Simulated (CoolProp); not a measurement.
A single-stage vapour-compression cycle with isohexane: evaporating at 278.15 K (dew point), condensing at 335.15 K (bubble point), superheat 0 K, subcooling 8 K, compressor efficiency 0.65, no pressure losses. Each further row changes one setting.

The numbers come from the reference Helmholtz-energy equation of state, Lemmon 2006 in CoolProp. It is a short technical equation, of lower accuracy than the large ones.

```tsv
case	cooling COP	pressure ratio	discharge temperature (K)	refrigerating effect (kJ/kg)	volumetric capacity (kJ/m³)
as stated	2.63	9.33	336.9	249	108
evaporating temperature 283.15 K	3.01	7.35	336.0	257	139
condensing temperature 330.15 K	___	7.95	332.8	261	113
subcooling 13 K	___	9.33	336.9	261	113
superheat 10 K	___	9.33	___	___	111
compressor efficiency 0.55	2.22	9.33	346.0	249	108
```

### Question
Complete the blanks.

### Answer

- condensing temperature 330.15 K, cooling COP: 2.96
- subcooling 13 K, cooling COP: 2.75
- superheat 10 K, cooling COP: 2.67
- superheat 10 K, discharge temperature (K): 347.6
- superheat 10 K, refrigerating effect (kJ/kg): 265
